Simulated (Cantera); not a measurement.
A Cantera script and its output.

```python
import numpy as np
import cantera as ct

gas = ct.Solution("gri30.yaml", transport_model="mixture-averaged")
show = ['CH4', 'NH3', 'C2H2']

rows = []
print(f"{'T/K':>7s}{'rho':>11s}{'cp':>10s}{'mu':>11s}{'lambda':>11s}{'Pr':>7s}" + "".join(f"{'D_' + s:>11s}" for s in show))
for T in [400, 650, 900, 1150, 1400, 1650, 1900, 2150, 2400]:
    gas.TPX = T, 18000, {'O2': 0.81}
    Pr = gas.cp_mass * gas.viscosity / gas.thermal_conductivity
    D = [gas.mix_diff_coeffs_mole[gas.species_index(s)] for s in show]
    rows.append([gas.density, gas.cp_mass, gas.viscosity, gas.thermal_conductivity, Pr, *D])
    print(f"{T:7g}{gas.density:11.4e}{gas.cp_mass:10.1f}{gas.viscosity:11.4e}"
          f"{gas.thermal_conductivity:11.4e}{Pr:7.3f}" + "".join(f"{d:11.4e}" for d in D))
print("SI units: kg/m3, J/kg/K, Pa s, W/m/K, m2/s")
```

Result:

```
    T/K        rho        cp         mu     lambda     Pr      D_CH4      D_NH3     D_C2H2
    400 1.7318e-01     941.4 2.5629e-05 3.3852e-02  0.713 2.1211e-04 2.1692e-04 1.5765e-04
    650 1.0657e-01    1017.4 3.5981e-05 5.1624e-02  0.709 4.9038e-04 5.2790e-04 3.6887e-04
    900 7.6969e-02    1073.7 4.4705e-05 6.7643e-02  0.710 8.4992e-04 9.3632e-04 6.4247e-04
   1150 6.0237e-02    1108.6 5.2496e-05 8.2174e-02  0.708 1.2813e-03 1.4287e-03 9.7090e-04
   1400 4.9480e-02    1134.2 5.9661e-05 9.5657e-02  0.707 1.7784e-03 1.9966e-03 1.3494e-03
   1650 4.1983e-02    1155.4 6.6364e-05 1.0843e-01  0.707 2.3369e-03 2.6345e-03 1.7744e-03
   1900 3.6459e-02    1174.1 7.2707e-05 1.2073e-01  0.707 2.9534e-03 3.3383e-03 2.2436e-03
   2150 3.2220e-02    1191.7 7.8755e-05 1.3274e-01  0.707 3.6252e-03 4.1050e-03 2.7547e-03
   2400 2.8864e-02    1209.0 8.4555e-05 1.4458e-01  0.707 4.3499e-03 4.9323e-03 3.3062e-03
SI units: kg/m3, J/kg/K, Pa s, W/m/K, m2/s
```

Computed with Cantera and GRI-Mech 3.0 (53 species, 325 reactions).
